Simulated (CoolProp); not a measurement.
Vapour-liquid equilibrium of R22 (1) + R134a (2) at 0.844 bar; x and y are mole fractions of (1).

Computed with CoolProp (multi-fluid Helmholtz-energy mixture model, Kamei 1995 and Tillner-Roth 1994; pair parameters Bell 2016).

**Question.** Give the bubble temperature and the first vapour's composition at x = 0.25, 0.55, 0.65. Is there an azeotrope?

**Answer.** x = 0.25: 237.6 K, y = 0.414; x = 0.55: 233.2 K, y = 0.706; x = 0.65: 232.0 K, y = 0.780. No azeotrope shows between x = 0.05 and 0.95.

Pair parameters are fitted to limited data, so mixtures are less certain than the pure fluids.
